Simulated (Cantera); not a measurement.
Input: 1 mol trisilylamine, 1.7 mol N₂, 0.0068 mol HCl, held at 5.20 Pa.

Cantera equilibrium calculation (NASA polynomials, part measured and part estimated; ideal gas, pure solids and liquids). Candidate condensed phases: NH₄Cl, Si, Si₃N₄; 28 gas species. The feed counts by its element totals alone. Kinetics and transport are ignored.

### Question
At 925 K, list the 3 most abundant gas species with their mole fractions, and the condensed phases.

### Answer
H₂ 0.956, N₂ 0.0425, HCl 0.00144. Condensed: Si₃N₄(s).
